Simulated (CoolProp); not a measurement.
Vapour-liquid equilibrium of R22 (1) + n-hexane (2) at 280.9 K; x and y are mole fractions of (1).

Computed with CoolProp (multi-fluid Helmholtz-energy mixture model, Kamei 1995 and Thol 2019; pair parameters Bell 2016).

```csv
x,bubble pressure (MPa),y at the bubble point,dew pressure at overall composition x (MPa),liquid density (mol/L)
0.05,0.05759,0.847,0.009497,7.981
0.125,0.1272,0.933,0.01031,8.302
0.2,0.1910,0.957,0.01127,8.644
0.275,0.2478,0.969,0.01244,9.009
0.35,0.2976,0.975,0.01386,9.399
0.425,0.3411,0.980,0.01566,9.817
0.5,0.3796,0.983,0.01799,10.27
0.575,0.4148,0.985,0.02114,10.75
0.65,0.4484,0.988,0.02561,11.28
0.725,0.4822,0.990,0.03249,11.85
0.8,0.5180,0.992,0.04441,12.48
0.875,0.5574,0.995,0.07013,13.18
0.95,0.6023,0.998,0.1657,13.95
```

No azeotrope shows between x = 0.05 and 0.95.

Pair parameters are fitted to limited data, so mixtures are less certain than the pure fluids.
